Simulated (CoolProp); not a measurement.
Vapour-liquid equilibrium of methanol (1) + water (2) at 139.05 °C; x and y are mole fractions of (1).

Values from CoolProp's multi-fluid Helmholtz-energy mixture model, de Reuck 1993 and Wagner 2002; pair parameters Bell 2016.

| x | bubble pressure (bar) | y at the bubble point | dew pressure at overall composition x (bar) | liquid density (mol/L) |
|---|---|---|---|---|
| 0.05 | 4.038 | 0.163 | 3.664 | 48.71 |
| 0.2 | 5.386 | 0.451 | 4.178 | 41.63 |
| 0.35 | 6.537 | 0.615 | 4.835 | 35.94 |
| 0.5 | 7.557 | 0.727 | 5.693 | 31.29 |
| 0.65 | 8.502 | 0.817 | 6.835 | 27.44 |
| 0.8 | 9.416 | 0.897 | 8.314 | 24.22 |
| 0.95 | 10.33 | 0.974 | 10.05 | 21.48 |

No azeotrope shows between x = 0.05 and 0.95.

Pair parameters are fitted to limited data, so mixtures are less certain than the pure fluids.
